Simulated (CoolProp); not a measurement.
Vapour-liquid equilibrium of cyclopropane (1) + R134a (2) at 0.56 MPa; x and y are mole fractions of (1).

Model: multi-fluid Helmholtz-energy mixture model, Polt 1992 and Tillner-Roth 1994; pair parameters Bell 2016, in CoolProp. This equation is an older, rougher fit; its heat capacities, sound speeds and derivatives of the liquid may be far off and weren't checked against measurements.

| x | bubble temperature, mixture model (K) | bubble temperature, Raoult's law (K) | y, mixture model | y, Raoult's law |
|---|---|---|---|---|
| 0.05 | 289.4 | 292.3 | 0.123 | 0.055 |
| 0.125 | 286.0 | 292.1 | 0.259 | 0.137 |
| 0.2 | 283.6 | 291.8 | 0.354 | 0.217 |
| 0.275 | 282.0 | 291.5 | 0.421 | 0.296 |
| 0.35 | 281.1 | 291.3 | 0.471 | 0.374 |
| 0.425 | 280.5 | 291.0 | 0.510 | 0.451 |
| 0.5 | 280.2 | 290.7 | 0.543 | 0.527 |
| 0.575 | 280.1 | 290.5 | 0.574 | 0.601 |
| 0.65 | 280.2 | 290.2 | 0.605 | 0.674 |
| 0.725 | 280.6 | 289.9 | 0.643 | 0.746 |
| 0.8 | 281.4 | 289.7 | 0.692 | 0.817 |
| 0.875 | 282.9 | 289.4 | 0.763 | 0.887 |
| 0.95 | 285.7 | 289.1 | 0.878 | 0.955 |

The largest gap from Raoult's law is -10.5 K in bubble temperature, at x = 0.5. y crosses x between x = 0.5 and 0.575: the model has an azeotrope there.

Pair parameters are fitted to limited data, so mixtures are less certain than the pure fluids.
